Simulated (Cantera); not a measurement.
**Equilibrium for chemical vapour transport: PbO + H2O + N2**

A closed system holds: 1 mol PbO, 0.19 mol H2O, 3.2 mol N2, at 1325 °C and 0.0133 bar.

Equilibrium computed with Cantera from the NASA thermochemical tables; the gas is ideal and each condensed phase is pure. Candidate condensed phases: H2O, Pb, PbO, PbO2, Pb3O4; 27 gas species. Gases not in the tables: (PbO)n polymers. The numbers say what is thermodynamically allowed, not how fast it happens.

```yaml
x(N2): 0.704
x(PbO): 0.153
x(Pb): 0.0671
x(H2O): 0.0417
x(O2): 0.0331
x(NO): 0.000721
x(OH): 0.000209
x(O): 2.23e-5
x(H2): 1.29e-5
gas_amount: 4.543 mol
log10 activity of Pb(l) (absent): -1.82
```
